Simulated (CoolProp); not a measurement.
Saturation properties of cyclohexane (Tc = 553.6 K, pc = 4081 kPa, ω = 0.209).

Computed with CoolProp (reference Helmholtz-energy equation of state, Zhou 2014).

| T (K) | p (kPa) | liquid density (kg/m³) | enthalpy of vaporisation (kJ/kg) | vapour viscosity (µPa s) |
|---|---|---|---|---|
| 321.7 | 34.35 | 751.4 | 377.6 | 7.47 |
| 334.4 | 54.22 | 738.9 | 369.4 | 7.72 |
| 347.2 | 82.56 | 726.2 | 360.9 | 7.97 |
| 359.9 | 121.0 | 713.3 | 352.2 | 8.23 |
| 372.6 | 172.2 | 700.1 | 343.2 | 8.49 |
| 385.4 | 239.1 | 686.5 | 333.8 | 8.76 |
| 398.1 | 323.4 | 672.6 | 324.0 | 9.04 |
| 410.8 | 428.4 | 658.3 | 313.7 | 9.35 |
| 423.6 | 558.1 | 643.2 | 302.6 | 9.68 |
| 436.3 | 713.5 | 627.7 | 290.9 | 10.1 |
| 449 | 898.8 | 611.3 | 278.3 | 10.5 |

It boils at 353.9 K under 1 atm.

Viscosity comes from a separate model (Tariq 2014).
